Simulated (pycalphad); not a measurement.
Source of the numbers: pycalphad with the COST 507 light-alloy database (1999); pressure 1 atm. These are 1990s assessments: newer ones move some temperatures and phases.

Molar enthalpy of Si-0.97Al (at.%) in equilibrium (SER reference):

| T (°C) | H (kJ/mol) | phases |
|---|---|---|
| 1577 | 90.31 | liquid |
| 1477 | 87.59 | liquid |
| 1427 | 86.22 | liquid |
| 1377 | 40.91 | diamond (Si) + liquid |
| 1277 | 33.64 | diamond (Si) + liquid |
| 1177 | 30.13 | diamond (Si) + liquid |
| 1077 | 27.05 | diamond (Si) + liquid |
| 977 | 24.12 | diamond (Si) + liquid |
| 877 | 21.30 | diamond (Si) + liquid |
| 777 | 18.54 | diamond (Si) + liquid |
| 677 | 15.85 | diamond (Si) + liquid |
| 577 | 13.08 | diamond (Si) + fcc |
| 527 | 11.80 | diamond (Si) + fcc |
| 477 | 10.53 | diamond (Si) + fcc |
| 377 | 8.05 | diamond (Si) + fcc |
| 277 | 5.63 | diamond (Si) + fcc |

Cooling from 1427 °C to 577 °C, across the freezing range, releases 73.1 kJ/mol, or 2610 J/g. The slope is 27 J/(mol K) in the liquid and 26 J/(mol K) just below the solidus, where it includes any heat of precipitation. Liquidus 1409 °C, solidus 577 °C. Changes were sought between steps of 50 K, so a narrower field can be missed.
